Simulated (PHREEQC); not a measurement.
Consider water at 58 °C with 0.0039 mol/kgw Cu(BF4)2, 0.00037 mol/kgw H2SO4 and 0.053 mol/kgw NaCl. Closed to the air; pH follows from the charge balance.

Computed with PHREEQC (ion-association model, phreeqc.dat).

```csv
quantity,before,after
pH,2.92,2.25
ionic strength (mol/kgw),0.0645,0.0699
HF (mol/kgw),0.00585,0.00824
F- (mol/kgw),0.00226,0.000683
HF2- (mol/kgw),5.78e-5,2.47e-5
NaF (mol/kgw),4.23e-5,1.26e-5
SI of Halite (NaCl),-4.35,-4.36
```

Q: Name the change that produced these shifts.
A) 0.0074 mol/kgw HNO3 added
B) Cu(BF4)2 from 0.0039 to 0.00351 mol/kgw
C) H2SO4 left out
D) H2SO4 from 0.00037 to 7.4e-05 mol/kgw
E) Cu(BF4)2 from 0.0039 to 0.00039 mol/kgw

A: A, 0.0074 mol/kgw HNO3 added

No solid was allowed to form. Constants without temperature data keep their 25 °C values here. Real BF4- forms and hydrolyses slowly; the run takes it at equilibrium.
